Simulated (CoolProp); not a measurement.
Vapour-liquid equilibrium of R114 (1) + R113 (2) at 359 K; x and y are mole fractions of (1).

Values from CoolProp's multi-fluid Helmholtz-energy mixture model, Platzer 1990 and Marx 1992; pair parameters Bell 2016. This equation is an older, rougher fit; its heat capacities, sound speeds and derivatives of the liquid may be far off and weren't checked against measurements.

```csv
x,bubble pressure (MPa),y at the bubble point,dew pressure at overall composition x (MPa),liquid density (mol/L)
0.05,[?],0.134,0.3205,7.517
0.2,0.4473,0.422,0.3620,[?]
0.35,0.5553,0.607,0.4156,7.490
0.5,0.6656,0.737,0.4874,7.461
0.65,0.7782,0.834,0.5877,7.417
0.8,0.8942,[?],0.7352,7.355
0.95,[?],[?],[?],7.270
```

### Question
Fill in the missing entries.

### Answer

- 0.05, bubble pressure (MPa): 0.3426
- 0.2, liquid density (mol/L): 7.508
- 0.8, y at the bubble point: 0.912
- 0.95, bubble pressure (MPa): 1.016
- 0.95, y at the bubble point: 0.979
- 0.95, dew pressure at overall composition x (MPa): 0.9602

No azeotrope shows between x = 0.05 and 0.95.

Pair parameters are fitted to limited data, so mixtures are less certain than the pure fluids.
